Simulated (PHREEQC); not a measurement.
# Acid rinse or clean

Consider water at 25 °C with 0.0034 mol/kgw HCl and 0.0008 mol/kgw NaCl. Closed to the air; pH follows from the charge balance.

The numbers come from PHREEQC with the ion-association model, wateq4f.dat.

Precipitation was switched off in this run.

Estimate the pH.

pH 2.50.
